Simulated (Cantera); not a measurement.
Input: 1 mol SiCl4, 4.1 mol H2, held at 1073.15 K and 1.00 bar.

Equilibrium computed with Cantera from the NASA thermochemical tables; the gas is ideal and each condensed phase is pure. Candidate condensed phases: Si; 19 gas species. The tables' values for SiCl3 are old estimates; treat these amounts as uncertain. Kinetics and transport are ignored.

Base state: H2 0.764, SiCl4 0.157, HCl 0.0405, SiHCl3 0.0362, SiCl3 0.00173, SiH2Cl2 0.000977, SiCl2 0.000305 (mole fractions); condensed: gas only.

### Question
What changes in the equilibrium state with this change: 0.072 mol CH4 added?

### Answer
```csv
species,before,after
H2,0.764,0.752
SiCl4,0.157,0.155
HCl,0.0405,0.0685
SiHCl3,0.0362,0.0209
CH4,0,0.00215
SiH2Cl2,0.000977,0.000328
SiCl2,0.000305,0.000104
"SiC(s), mol",0,0.0606
```
Further candidate phases: C, C6H6, C7H8, C8H18, SiC.
